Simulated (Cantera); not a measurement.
# CCl4 + HCl + H2 (fluorocarbon and chlorocarbon gases)

A closed system holds: 1 mol CCl4, 0.013 mol HCl, a varied amount of H2, equilibrated at 2452 °C and 0.000210 bar.

Equilibrium computed with Cantera from the NASA thermochemical tables; the gas is ideal and each condensed phase is pure. Candidate condensed phases: C, C6H6, C7H8, C8H18; 91 gas species. The tables' values for CCl are old estimates; treat these amounts as uncertain. The numbers say what is thermodynamically allowed, not how fast it happens.

From 0.072 mol H2 to 0.24 mol H2 the condensed part is C(graphite). From 0.32 mol H2 to 0.98 mol H2 nothing is condensed. The main C-bearing gas is C3 throughout.

```json
[
 {"n(H2) (mol)": "0.072", "x Cl": "0.887", "x H": "0.0324", "x C3": "0.0582", "x HCl": "0.00223", "x C": "0.0135", "x C2": "0.00560", "x H2": "5.65e-5", "n C(graphite)": "0.0889"},
 {"n(H2) (mol)": "0.15", "x Cl": "0.855", "x H": "0.0623", "x C3": "0.0582", "x HCl": "0.00414", "x C": "0.0135", "x C2": "0.00560", "x H2": "0.000209", "n C(graphite)": "0.0561"},
 {"n(H2) (mol)": "0.24", "x Cl": "0.821", "x H": "0.0943", "x C3": "0.0582", "x HCl": "0.00602", "x C": "0.0135", "x C2": "0.00560", "x H2": "0.000480", "n C(graphite)": "0.0181"},
 {"n(H2) (mol)": "0.32", "x Cl": "0.794", "x H": "0.121", "x C3": "0.0573", "x HCl": "0.00746", "x C": "0.0134", "x C2": "0.00554", "x H2": "0.000789", "n C(graphite)": "0"},
 {"n(H2) (mol)": "0.4", "x Cl": "0.769", "x H": "0.146", "x C3": "0.0555", "x HCl": "0.00873", "x C": "0.0133", "x C2": "0.00542", "x H2": "0.00115", "n C(graphite)": "0"},
 {"n(H2) (mol)": "0.48", "x Cl": "0.746", "x H": "0.170", "x C3": "0.0538", "x HCl": "0.00984", "x C": "0.0132", "x C2": "0.00531", "x H2": "0.00155", "n C(graphite)": "0"},
 {"n(H2) (mol)": "0.57", "x Cl": "0.721", "x H": "0.195", "x C3": "0.0519", "x HCl": "0.0109", "x C": "0.0130", "x C2": "0.00519", "x H2": "0.00204", "n C(graphite)": "0"},
 {"n(H2) (mol)": "0.65", "x Cl": "0.701", "x H": "0.216", "x C3": "0.0504", "x HCl": "0.0117", "x C": "0.0129", "x C2": "0.00509", "x H2": "0.00251", "n C(graphite)": "0"},
 {"n(H2) (mol)": "0.73", "x Cl": "0.681", "x H": "0.235", "x C3": "0.0490", "x HCl": "0.0125", "x C": "0.0127", "x C2": "0.00499", "x H2": "0.00299", "n C(graphite)": "0"},
 {"n(H2) (mol)": "0.81", "x Cl": "0.663", "x H": "0.254", "x C3": "0.0476", "x HCl": "0.0131", "x C": "0.0126", "x C2": "0.00490", "x H2": "0.00349", "n C(graphite)": "0"},
 {"n(H2) (mol)": "0.9", "x Cl": "0.643", "x H": "0.274", "x C3": "0.0461", "x HCl": "0.0137", "x C": "0.0125", "x C2": "0.00480", "x H2": "0.00406", "n C(graphite)": "0"},
 {"n(H2) (mol)": "0.98", "x Cl": "0.627", "x H": "0.291", "x C3": "0.0449", "x HCl": "0.0142", "x C": "0.0124", "x C2": "0.00471", "x H2": "0.00457", "n C(graphite)": "0"}
]
```
x: gas mole fraction; n: condensed amount in mol.
